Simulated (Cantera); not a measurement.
Input (Python, Cantera) and output of one run.

```python
import numpy as np
import cantera as ct

gas_names = """
    C CN CO CO2 C2 CCN CNC C2N2 C2O C3 C3O2 C4 C4N2 C5 N NCO NO NO2 NO3 N2 N2O O O2 O3 Si SiC SiC2 SiN
    SiO SiO2 Si2 Si2C Si2N Si3
""".split()
cond_names = """
    C(gr) Si(cr) Si(L) SiC(b) SiO2(Lqz) SiO2(hqz) SiO2(L) Si2N2O(s) Si3N4(a)
""".split()


# ... load() reads the species with a 1 bar reference pressure and builds the phases ...
atoms = {
    'SiC': {'Si': 1, 'C': 1},
    'O2': {'O': 2},
    'N2': {'N': 2},
}
top_T = {'C(gr)': 4500, 'SiC(b)': 3050, 'Si2N2O(s)': 2100, 'Si3N4(a)': 2400}  # K; cautious upper limits of use, not melting points


# ... equilibrate(T, P, feed) seeds the gas with the atoms and calls Mixture.equilibrate('TP', solver="vcs", rtol=1e-11, max_steps=5000) ...
results = []
feed = {'SiC': 1, 'O2': 0.05, 'N2': 22}  # mol
P = 0.13  # Pa
for T in [1400, 1450, 1500, 1550, 1600, 1650, 1700, 1750, 1800, 1850, 1900, 1950, 2000, 2050]:
    mix = equilibrate(T, P, feed)
    results.append((T, P, feed, dict(zip(mix.species_names, mix.species_moles))))
    x = sorted(zip(gas.X, gas.species_names), reverse=True)
    print(f"T = {T:g} K  P = {P:g} Pa  gas = {mix.phase_moles(0):.4g} mol")
    print("   x: " + "  ".join(f"{s} {v:.3e}" for v, s in x if v > 1e-05))
    print("   condensed (mol): " + ("  ".join(f"{mix.phase(i).name} {mix.phase_moles(i):.4g}"
          for i in range(1, mix.n_phases) if mix.phase_moles(i) > 1e-12) or "none"))
```

It prints:

```
T = 1400 K  P = 0.13 Pa  gas = 22.1 mol
   x: N2 9.954e-01  CO 2.305e-03  SiO 2.220e-03  Si 8.428e-05
   condensed (mol): SiC(b) 0.9491
T = 1450 K  P = 0.13 Pa  gas = 22.11 mol
   x: N2 9.951e-01  CO 2.427e-03  SiO 2.096e-03  Si 3.297e-04
   condensed (mol): SiC(b) 0.9463
T = 1500 K  P = 0.13 Pa  gas = 22.12 mol
   x: N2 9.944e-01  CO 2.787e-03  SiO 1.733e-03  Si 1.051e-03
   condensed (mol): SiC(b) 0.9383
T = 1550 K  P = 0.13 Pa  gas = 22.15 mol
   x: N2 9.930e-01  CO 3.499e-03  Si 2.474e-03  SiO 1.015e-03
   condensed (mol): SiC(b) 0.9224
T = 1600 K  P = 0.13 Pa  gas = 22.19 mol
   x: N2 9.916e-01  CO 4.209e-03  Si 3.894e-03  SiO 2.979e-04  Si2C 1.236e-05
   condensed (mol): SiC(b) 0.9063
T = 1650 K  P = 0.13 Pa  gas = 22.2 mol
   x: N2 9.911e-01  CO 4.459e-03  Si 4.399e-03  SiO 4.566e-05  Si2C 1.946e-05
   condensed (mol): SiC(b) 0.9002
T = 1700 K  P = 0.13 Pa  gas = 22.27 mol
   x: N2 9.876e-01  Si 7.743e-03  CO 4.471e-03  SiC2 6.074e-05  Si2C 4.672e-05  SiO 1.830e-05
   condensed (mol): C(gr) 0.07301  SiC(b) 0.8235
T = 1750 K  P = 0.13 Pa  gas = 22.61 mol
   x: N2 9.732e-01  Si 2.198e-02  CO 4.402e-03  SiC2 2.373e-04  Si2C 1.775e-04  SiO 2.109e-05  SiN 1.274e-05  CN 1.166e-05
   condensed (mol): C(gr) 0.3966  SiC(b) 0.4889
T = 1800 K  P = 0.13 Pa  gas = 23.09 mol
   x: N2 9.527e-01  Si 4.201e-02  CO 4.313e-03  SiC2 6.125e-04  Si2C 3.186e-04  CN 2.648e-05  SiN 2.070e-05  SiO 1.711e-05
   condensed (mol): C(gr) 0.8641
T = 1850 K  P = 0.13 Pa  gas = 23.1 mol
   x: N2 9.525e-01  Si 4.212e-02  CO 4.322e-03  SiC2 8.154e-04  Si2C 1.634e-04  CN 5.809e-05  SiN 1.798e-05
   condensed (mol): C(gr) 0.8573
T = 1900 K  P = 0.13 Pa  gas = 23.1 mol
   x: N2 9.523e-01  Si 4.203e-02  CO 4.325e-03  SiC2 1.063e-03  CN 1.222e-04  Si2C 8.599e-05  SiN 1.566e-05
   condensed (mol): C(gr) 0.8459
T = 1950 K  P = 0.13 Pa  gas = 23.1 mol
   x: N2 9.522e-01  Si 4.181e-02  CO 4.327e-03  SiC2 1.362e-03  CN 2.474e-04  Si2C 4.643e-05  SiN 1.369e-05
   condensed (mol): C(gr) 0.8296
T = 2000 K  P = 0.13 Pa  gas = 23.11 mol
   x: N2 9.519e-01  Si 4.149e-02  CO 4.327e-03  SiC2 1.718e-03  CN 4.832e-04  Si2C 2.570e-05  C 2.342e-05  C3 2.132e-05  SiN 1.202e-05
   condensed (mol): C(gr) 0.8067
T = 2050 K  P = 0.13 Pa  gas = 23.11 mol
   x: N2 9.514e-01  Si 4.109e-02  CO 4.326e-03  SiC2 2.135e-03  CN 9.129e-04  C3 7.085e-05  C 6.698e-05  Si2C 1.456e-05  SiN 1.059e-05
   condensed (mol): C(gr) 0.773
```

Cantera equilibrium calculation (NASA polynomials, part measured and part estimated; ideal gas, pure solids and liquids). The tables' values for SiN are old estimates; treat these amounts as uncertain.
